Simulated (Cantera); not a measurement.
A perfectly stirred reactor is fed with CH4 : N2 = 1 : 3 (molar parts), at 0.00296 atm; it is held at 1475 K, and followed from long to short residence time.

Model: GRI-Mech 3.0 (53 species, 325 reactions), integrated in Cantera. GRI-Mech 3.0 stops at C3 and has no aromatics, soot or wall deposition, so with more carbon than oxygen in the feed, carbon stays in small species such as C2H2 where larger ones or solid carbon would form. Radical loss at walls, strong at low pressure, is not modelled.

Problem. What does this change do: pressure from 0.00296 atm to 0.0109 atm?

Solution. 
| quantity | before | after |
|---|---|---|
| x(CH4) at τ = 7.90 s | 0.185 | 0.162 |
| x(H) at τ = 7.90 s | 1.28e-5 | 1.15e-5 |
| x(HCN) at τ = 7.90 s | 6.04e-9 | 7.93e-9 |
| x(H2) at τ = 7.90 s | 0.0758 | 0.105 |
| x(CH2) at τ = 7.90 s | 6.72e-8 | 2.77e-8 |
| x(CH4) at τ = 0.190 s | 0.250 | 0.249 |
| x(H) at τ = 0.190 s | 2.59e-8 | 1.42e-7 |
| x(HCN) at τ = 0.190 s | <1e-12 | 1.02e-12 |
| x(H2) at τ = 0.190 s | 6.47e-5 | 0.000947 |
| x(CH2) at τ = 0.190 s | 1.03e-9 | 8.66e-9 |
